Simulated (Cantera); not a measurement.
Mixture: CH4 : C2H6 : C3H8 : O2 : N2 = 1 : 0.3 : 0.7 : 13.9 : 75.3 (molar parts), equivalence ratio 0.47, at 1.00 atm, adiabatic and at constant volume. Ignition delay is the time to a rise of 400 K.

Cantera simulation using GRI-Mech 3.0 (53 species, 325 reactions); the numbers are that mechanism's predictions, not measurements. GRI-Mech 3.0 was tuned for natural gas; its chemistry of propane as a main component is partial and can be far from experiment.

Q: Predict: delay at 1300 K; delay at 1350 K; delay at 1400 K; delay at 1450 K; delay at 1500 K; delay at 1550 K; delay at 1600 K; apparent activation energy between 1500 and 1600 K.

A: 
```
Property                                                 Value
--------------------------------------------------  ----------
delay at 1300 K                                       0.737 ms
delay at 1350 K                                       0.391 ms
delay at 1400 K                                       0.223 ms
delay at 1450 K                                       0.136 ms
delay at 1500 K                                        88.6 µs
delay at 1550 K                                        60.9 µs
delay at 1600 K                                        43.9 µs
apparent activation energy between 1500 and 1600 K  140 kJ/mol
```
